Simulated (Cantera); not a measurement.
**Metals in furnace atmospheres: Pb + CO + N2**

Charge: 1 mol Pb, 2.1 mol CO, 230 mol N2, at 1773.15 K and 13.3 mbar.

These are equilibrium values from Cantera (NASA tables, ideal gas, pure condensed phases), not measurements of a reactor. Candidate condensed phases: C, Pb, PbO, PbO2, Pb3O4; 27 gas species. Rates play no part.

```
Item                                       Result
--------------------------------------  ---------
x(N2)                                       0.987
x(CO)                                     0.00901
x(Pb)                                     0.00429
gas amount                              233.1 mol
log10 activity of C(graphite) (absent)      -1.64
log10 activity of Pb(l) (absent)            -3.60
```
